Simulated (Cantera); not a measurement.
A Cantera script and what it prints.

```python
import numpy as np
import cantera as ct

gas_names = """
    BOCL N2 NO CL
""".split()
cond_names = """
    BN(s)
""".split()


def load(file, names, dense=False):
    # The tables refer to 1 bar. Condensed volumes are neglected.
    table = {s.name: s for s in ct.Species.list_from_file(file)}
    out = []
    for n in names:
        d = dict(table[n].input_data)
        d["thermo"] = dict(d["thermo"], **{"reference-pressure": 1e5})
        if dense:
            d["equation-of-state"] = {"model": "constant-volume", "density": "1e6 g/cm^3"}
        out.append(ct.Species.from_dict(d))
    return out


species = {s.name: s for s in load("nasa_gas.yaml", gas_names) + load("nasa_condensed.yaml", cond_names)}
# Each term lists the table entries of one substance; the one whose range holds T is used.
reactions = {
    'BOCl(g) + N2(g) = NO(g) + BN + Cl(g)':
        [(-1, ['BOCL']), (-1, ['N2']), (1, ['NO']), (1, ['BN(s)']), (1, ['CL'])],
}


def pick(names, T):
    return next(species[n] for n in names if species[n].thermo.min_temp <= T <= species[n].thermo.max_temp)


results = []
for label, terms in reactions.items():
    print(label)
    print("     T/K   dH/kJ  dS/(J/K)   dG/kJ   log10 K")
    for T in [1998, 2048, 2098, 2148, 2198, 2248, 2298, 2348, 2398, 2448]:
        used = [(nu, pick(names, T)) for nu, names in terms]
        dH = sum(nu * s.thermo.h(T) for nu, s in used) / 1e6
        dS = sum(nu * s.thermo.s(T) for nu, s in used) / 1e3
        dG = dH - T * dS / 1e3
        logK = -dG * 1e6 / (ct.gas_constant * T * np.log(10))
        results.append((label, T, dH, dS, dG, logK, [s.name for _, s in used]))
        print(f"{T:8g} {dH:8.1f} {dS:8.1f} {dG:8.1f} {logK:8.2f}")
```

Result:

```
BOCl(g) + N2(g) = NO(g) + BN + Cl(g)
     T/K   dH/kJ  dS/(J/K)   dG/kJ   log10 K
    1998    292.8    -25.6    343.9    -8.99
    2048    293.3    -25.3    345.1    -8.80
    2098    293.8    -25.1    346.4    -8.62
    2148    294.3    -24.8    347.6    -8.45
    2198    294.9    -24.6    348.9    -8.29
    2248    295.4    -24.3    350.1    -8.13
    2298    295.9    -24.1    351.3    -7.98
    2348    296.4    -23.9    352.5    -7.84
    2398    296.9    -23.7    353.7    -7.70
    2448    297.4    -23.5    354.9    -7.57
```

Standard-state values (1 bar) from the NASA 1993 polynomials, evaluated with Cantera. The tables' values for BOCl are old estimates. Condensed species are held in their standard states even where they would react or evaporate.
